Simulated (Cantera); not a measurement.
PbO + CO + N2 (iron carbonyl, mercury and lead vapours)

A closed system holds: 1 mol PbO, 0.5 mol CO, 1.9 mol N2, equilibrated at 0.000750 bar.

Cantera equilibrium calculation (NASA polynomials, part measured and part estimated; ideal gas, pure solids and liquids). Candidate condensed phases: C, Pb, PbO, PbO2, Pb3O4; 27 gas species. Mutual solubility and eutectic melting of coexisting phases are not modelled. Gases not in the tables: (PbO)n polymers. Rates play no part.

From 800 K to 1100 K the condensed part is Pb(l) + PbO(yellow). At 1150 K the condensed part is PbO(yellow). At 1200 K the condensed part is PbO(l). From 1250 K to 1300 K nothing is condensed.

```
T (K)   x N2  x CO2      x Pb     x PbO  n Pb(l)  n PbO(yellow)  n PbO(l)
-----  -----  -----  --------  --------  -------  -------------  --------
800    0.792  0.208   8.19e-5   9.33e-8    0.500          0.500         0
850    0.791  0.208  0.000424   1.11e-6    0.499          0.500         0
900    0.790  0.208   0.00182   9.95e-6    0.496          0.500         0
950    0.786  0.207   0.00671   7.03e-5    0.484          0.500         0
1000   0.774  0.204    0.0216  0.000406    0.447          0.499         0
1050   0.741  0.195    0.0620   0.00197    0.341          0.495         0
1100   0.657  0.173     0.162   0.00826   0.0329          0.476         0
1150   0.635  0.167     0.167    0.0304        0          0.409         0
1200   0.595  0.157     0.157    0.0910        0              0     0.209
1250   0.559  0.147     0.148     0.146        0              0         0
1300   0.558  0.147     0.150     0.144        0              0         0
```
x: gas mole fraction; n: condensed amount in mol.
